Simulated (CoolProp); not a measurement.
A single-stage vapour-compression cycle with sulfur dioxide: evaporating at 253.15 K (dew point), condensing at 280.15 K (bubble point), superheat 8 K, subcooling 5 K, compressor efficiency 0.8, no pressure losses. Each further row changes one setting.

Model: reference Helmholtz-energy equation of state, Gao 2016, in CoolProp.

| case | cooling COP | pressure ratio | discharge temperature (K) | refrigerating effect (kJ/kg) | volumetric capacity (kJ/m³) |
|---|---|---|---|---|---|
| as stated | 6.75 | 3.23 | 350.5 | 373 | 712 |
| evaporating temperature 258.15 K | 8.62 | 2.55 | 337.0 | 376 | 897 |
| condensing temperature 275.15 K | 8.43 | 2.65 | 334.5 | 380 | 725 |
| subcooling 10 K | 6.87 | 3.23 | 350.5 | 380 | 725 |
| superheat 18 K | 6.60 | 3.23 | 363.1 | 380 | 696 |
| compressor efficiency 0.7 | 5.90 | 3.23 | 362.2 | 373 | 712 |
